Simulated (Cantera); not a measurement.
A perfectly stirred reactor is fed with 1.57 % H2, 98.4 % O2, equivalence ratio 0.0080, at 0.0132 atm; it is held at 1375 K, and followed from long to short residence time.

Detailed kinetics in Cantera: GRI-Mech 3.0 (53 species, 325 reactions). Radical loss at walls, strong at low pressure, is not modelled.

Q: Predict: x(H2) at τ = 0.900 s; x(O2) at τ = 0.900 s; x(H) at τ = 0.900 s; x(H2O2) at τ = 0.900 s; x(H2O) at τ = 0.900 s; x(H2) at τ = 30.0 ms; x(O2) at τ = 30.0 ms; x(H) at τ = 30.0 ms; x(H2O2) at τ = 30.0 ms; x(H2O) at τ = 30.0 ms.

A: 
```
Property                   Value
----------------------  --------
x(H2) at τ = 0.900 s     4.93e-5
x(O2) at τ = 0.900 s       0.979
x(H) at τ = 0.900 s     0.000131
x(H2O2) at τ = 0.900 s   1.26e-8
x(H2O) at τ = 0.900 s     0.0152
x(H2) at τ = 30.0 ms    0.000315
x(O2) at τ = 30.0 ms       0.971
x(H) at τ = 30.0 ms     0.000661
x(H2O2) at τ = 30.0 ms   2.01e-8
x(H2O) at τ = 30.0 ms     0.0141
```
